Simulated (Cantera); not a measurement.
A perfectly stirred reactor is fed with 19.2 % CH₄, 80.8 % H₂O, at 22000 Pa; it is held at 1625 K, and followed from long to short residence time.

Cantera simulation using GRI-Mech 3.0 (53 species, 325 reactions); the numbers are that mechanism's predictions, not measurements.

**Question.** Predict: x(CH₄) at τ = 1.90 s; x(H₂O) at τ = 1.90 s; x(C₂H) at τ = 1.90 s; x(CH₃) at τ = 1.90 s; x(C₂H₆) at τ = 1.90 s; x(CH₄) at τ = 47.0 ms; x(H₂O) at τ = 47.0 ms; x(C₂H) at τ = 47.0 ms; x(CH₃) at τ = 47.0 ms; x(C₂H₆) at τ = 47.0 ms.

**Answer.** 
```
Item                      Result
----------------------  --------
x(CH₄) at τ = 1.90 s      0.0329
x(H₂O) at τ = 1.90 s       0.554
x(C₂H) at τ = 1.90 s     2.39e-8
x(CH₃) at τ = 1.90 s    0.000168
x(C₂H₆) at τ = 1.90 s    1.07e-5
x(CH₄) at τ = 47.0 ms      0.119
x(H₂O) at τ = 47.0 ms      0.752
x(C₂H) at τ = 47.0 ms    2.89e-8
x(CH₃) at τ = 47.0 ms   0.000693
x(C₂H₆) at τ = 47.0 ms  0.000218
```
